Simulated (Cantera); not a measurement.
An adiabatic, constant-volume homogeneous reactor starts with 6.21 % CH₄, 0.683 % H₂, 18.0 % O₂, 67.7 % N₂, 7.45 % CO₂, equivalence ratio 0.71, at 1425 K and 1280 Torr.

Model: GRI-Mech 3.0 (53 species, 325 reactions), integrated in Cantera.

Predict: time of steepest temperature rise; temperature at 0.100 s; equilibrium temperature; x(H₂) at 0.100 s; x(O₂) at 0.100 s; x(HCO) at 0.100 s; x(OH) at 0.100 s.


```
Item                                                                Result
---------------------------------  ---------------------------------------
time of steepest temperature rise                                 0.883 ms
temperature at 0.100 s                                              2648 K
equilibrium temperature                                             2648 K
x(H₂) at 0.100 s                   0.00341 (gas-phase equilibrium 0.00341)
x(O₂) at 0.100 s                     0.0521 (gas-phase equilibrium 0.0521)
x(HCO) at 0.100 s                  1.21e-8 (gas-phase equilibrium 1.21e-8)
x(OH) at 0.100 s                     0.0129 (gas-phase equilibrium 0.0129)
```
